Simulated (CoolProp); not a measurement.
Properties of benzene along the isotherm 603 K (Tc = 562.0 K, pc = 4.906 MPa, ω = 0.211).

Values from CoolProp's reference Helmholtz-energy equation of state, Thol 2012.

| p (MPa) | phase | cp (kJ/(kg K)) | cv (kJ/(kg K)) | isothermal compressibility (1/MPa) | viscosity (µPa s) |
|---|---|---|---|---|---|
| 0.0388 | gas | 2.058 | 1.951 | 25.83 | 15.1 |
| 0.0569 | gas | 2.059 | 1.951 | 17.63 | 15.1 |
| 0.0836 | gas | 2.060 | 1.951 | 12.02 | 15.1 |
| 0.123 | gas | 2.062 | 1.952 | 8.186 | 15.1 |
| 0.18 | gas | 2.064 | 1.953 | 5.612 | 15.1 |
| 0.264 | gas | 2.068 | 1.954 | 3.845 | 15.1 |
| 0.388 | gas | 2.073 | 1.955 | 2.635 | 15.1 |
| 0.569 | gas | 2.082 | 1.958 | 1.816 | 15.2 |
| 0.836 | gas | 2.095 | 1.962 | 1.257 | 15.2 |
| 1.23 | gas | 2.117 | 1.968 | 0.8772 | 15.2 |
| 1.8 | gas | 2.155 | 1.977 | 0.6255 | 15.3 |
| 2.64 | gas | 2.229 | 1.993 | 0.4597 | 15.5 |
| 3.88 | gas | 2.408 | 2.023 | 0.3637 | 16.1 |
| 5.69 | supercritical | 3.119 | 2.081 | 0.3611 | 19.3 |
| 8.36 | supercritical | 3.994 | 2.096 | 0.1571 | 40.3 |
| 12.3 | supercritical | 2.935 | 2.052 | 0.03102 | 58.2 |

The peak of cp marks the crossing from liquid-like to gas-like fluid above the critical point.

Viscosity comes from a separate model (Avgeri 2014).
